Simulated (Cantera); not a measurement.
HCl + O2 (abatement and gas-phase synthesis)

Feed: 1 mol HCl, a varied amount of O2, held at 2948.15 K and 23.0 bar.

Equilibrium computed with Cantera from the NASA thermochemical tables; the gas is ideal and each condensed phase is pure. Candidate condensed phases: H2O; 14 gas species. The numbers say what is thermodynamically allowed, not how fast it happens.

```csv
n(O2) (mol),x HCl,x O2,x Cl,x H2O,x OH,x H2,x Cl2,x O
0.029,0.799,0.000641,0.125,0.0486,0.00354,0.0150,0.00468,0.000499
0.039,0.769,0.00195,0.141,0.0616,0.00526,0.0109,0.00598,0.000869
0.053,0.732,0.00576,0.159,0.0749,0.00761,0.00772,0.00765,0.00150
0.072,0.693,0.0141,0.176,0.0860,0.0102,0.00567,0.00934,0.00234
0.097,0.654,0.0281,0.189,0.0942,0.0127,0.00440,0.0107,0.00330
0.13,0.616,0.0484,0.198,0.0997,0.0150,0.00355,0.0118,0.00433
0.18,0.570,0.0797,0.204,0.103,0.0172,0.00287,0.0125,0.00556
0.24,0.528,0.116,0.206,0.105,0.0191,0.00240,0.0128,0.00671
0.32,0.482,0.161,0.205,0.104,0.0206,0.00203,0.0126,0.00790
0.44,0.428,0.221,0.200,0.101,0.0220,0.00168,0.0120,0.00925
```
x: gas mole fraction; nothing condenses.

From 0.029 mol O2 to 0.44 mol O2 nothing is condensed.
